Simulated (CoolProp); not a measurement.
Vapour-liquid equilibrium of carbon dioxide (1) + CH2F2 (R32) (2) at -51.05 °C; x and y are mole fractions of (1).

Values from CoolProp's multi-fluid Helmholtz-energy mixture model, Span 1996 and Tillner-Roth 1997; pair parameters Bell 2016.

```
x     bubble pressure, mixture model (MPa)  bubble pressure, Raoult's law (MPa)  y, mixture model  y, Raoult's law
----  ------------------------------------  -----------------------------------  ----------------  ---------------
0.05                                0.1333                               0.1319             0.248            0.248
0.2                                 0.2199                               0.2143             0.605            0.610
0.35                                0.3048                               0.2967             0.761            0.771
0.5                                 0.3869                               0.3791             0.849            0.862
0.65                                0.4665                               0.4615             0.908            0.921
0.8                                 0.5452                               0.5439             0.952            0.962
0.95                                0.6258                               0.6262             0.988            0.992
```

The largest gap from Raoult's law is +2.7 % in bubble pressure, at x = 0.35. No azeotrope shows between x = 0.05 and 0.95.

The pair parameters rest on a limited set of measurements; away from them the model extrapolates.
